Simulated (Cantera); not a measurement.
Charge: 1 mol Ti(OiPr)4, 9.5 mol H2O, 35 mol H2, equilibrated at 1698 K.

Equilibrium computed with Cantera from the NASA thermochemical tables; the gas is ideal and each condensed phase is pure. Candidate condensed phases: C, C6H6, C7H8, C8H18, H2O, Ti, TiC, TiO, TiO2, Ti2O3, Ti3O5, Ti4O7; 113 gas species. The feed counts by its element totals alone. Mutual solubility and eutectic melting of coexisting phases are not modelled. TiC: taken at fixed stoichiometry. Equilibrium is a limit: real reactors are often held back by kinetics, nucleation or transport.

Problem. At 75.0 Torr, list the 4 most abundant gas species with their mole fractions, and the condensed phases.

Solution. H2 0.829, CO 0.170, H 0.000416, H2O 0.000149. Condensed: TiC(s) + Ti2O3(s).
